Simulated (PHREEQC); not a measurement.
Make-up at 5.1 °C: 65 mmol/kgw HCl, 2.6 mmol/kgw Al2(SO4)3 and 1.6 mmol/kgw MgSO4. Closed to the air; pH follows from the charge balance.

All values are PHREEQC results (ion-association model, wateq4f.dat), not measurements.

```tsv
quantity	before	after
pH	1.30	4.41
ionic strength (mol/kgw)	0.0885	0.0202
HSO4- (mol/kgw)	0.00448	8.42e-6
Al+3 (mol/kgw)	0.00313	0.00126
SO4-2 (mol/kgw)	0.00269	0.00490
AlSO4+ (mol/kgw)	0.00200	0.00359
SI of Epsomite (MgSO4:7H2O)	-3.88	-3.36
SI of Gibbsite (Al(OH)3)	-8.63	+0.58
```

Task: Name the change that produced these shifts.
(A) HCl left out
(B) temperature from 5.1 to 5 °C
(C) HCl from 0.065 to 0.0065 mol/kgw
(D) 0.014 mol/kgw Zn(NO3)2 added
(E) 0.0036 mol/kgw Na2CO3 added

Result: A, HCl left out

Precipitation was switched off in this run. Some of these states are supersaturated (in Gibbsite (slow to form), for instance). Constants without temperature data keep their 25 °C values here.
